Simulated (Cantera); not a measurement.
Cantera run, input and output.

```python
import numpy as np
import cantera as ct

gas = ct.Solution("gri30.yaml")
gas.TPX = 1700, 660000, {'C3H8': 1, 'O2': 3.85, 'N2': 14.5, 'CO2': 0.15}
reactor = ct.IdealGasReactor(gas, energy="on", clone=False)
net = ct.ReactorNet([reactor])
net.rtol, net.atol = 1e-08, 1e-16
show = ['C3H8', 'O2', 'NO', 'CO2', 'CH4', 'H2O2']
times = np.geomspace(1e-06, 1, 12)

steps = ct.SolutionArray(gas, extra=["t"])
rows = []
print(f"{'t/s':>10s}{'T/K':>9s}{'P/Pa':>11s}" + "".join(f"{s:>11s}" for s in show))
for t in times:
    while net.time < t:
        t_next = net.step()
        steps.append(gas.state, t=t_next)
    rows.append([np.interp(t, steps.t, y) for y in (steps.T, steps.P, *steps(*show).X.T)])
    print(f"{t:10.3e}{rows[-1][0]:9.1f}{rows[-1][1]:11.4g}" + "".join(f"{x:11.3e}" for x in rows[-1][2:]))
rate = np.gradient(steps.T, steps.t)
print("integrator steps:", len(steps.t))
if steps.T.max() > steps.T[0] + 200:
    print(f"time of steepest temperature rise: {steps.t[rate.argmax()]:.4e} s")
gas.TPX = 1700, 660000, {'C3H8': 1, 'O2': 3.85, 'N2': 14.5, 'CO2': 0.15}
gas.equilibrate("UV")
print(f"equilibrium (UV): T = {gas.T:.1f} K  " + "  ".join(f"{s} {gas[s].X[0]:.3e}" for s in show))
```

It prints:

```
       t/s      T/K       P/Pa       C3H8         O2         NO        CO2        CH4       H2O2
 1.000e-06   1677.7  6.567e+05  4.399e-02  1.938e-01  7.903e-11  7.659e-03  4.300e-04  1.969e-05
 3.511e-06   1778.3  7.254e+05  1.386e-02  1.651e-01  4.795e-09  7.877e-03  4.976e-03  6.400e-05
 1.233e-05   3232.4  1.442e+06  7.376e-35  8.015e-03  3.083e-03  4.454e-02  2.047e-12  1.024e-06
 4.329e-05   3216.9  1.435e+06  1.011e-34  6.835e-03  8.677e-03  4.362e-02  2.332e-12  9.232e-07
 1.520e-04   3213.6  1.433e+06  1.074e-34  6.616e-03  9.777e-03  4.342e-02  2.391e-12  9.033e-07
 5.337e-04   3213.6  1.433e+06  1.074e-34  6.615e-03  9.779e-03  4.342e-02  2.391e-12  9.033e-07
 1.874e-03   3213.6  1.433e+06  1.074e-34  6.615e-03  9.779e-03  4.342e-02  2.391e-12  9.033e-07
 6.579e-03   3213.6  1.433e+06  1.074e-34  6.615e-03  9.779e-03  4.342e-02  2.391e-12  9.033e-07
 2.310e-02   3213.6  1.433e+06  1.074e-34  6.615e-03  9.779e-03  4.342e-02  2.391e-12  9.033e-07
 8.111e-02   3213.6  1.433e+06  1.074e-34  6.615e-03  9.779e-03  4.342e-02  2.391e-12  9.033e-07
 2.848e-01   3213.6  1.433e+06  1.074e-34  6.615e-03  9.779e-03  4.342e-02  2.391e-12  9.033e-07
 1.000e+00   3213.6  1.433e+06  1.074e-34  6.615e-03  9.779e-03  4.342e-02  2.391e-12  9.033e-07
integrator steps: 1621
time of steepest temperature rise: 4.7081e-06 s
equilibrium (UV): T = 3213.6 K  C3H8 1.786e-34  O2 6.615e-03  NO 9.779e-03  CO2 4.342e-02  CH4 2.917e-12  H2O2 9.033e-07
```

Computed with Cantera and GRI-Mech 3.0 (53 species, 325 reactions). GRI-Mech 3.0 was tuned for natural gas; its chemistry of propane as a main component is partial and can be far from experiment. Above 3000 K some thermodynamic fits are extrapolated.
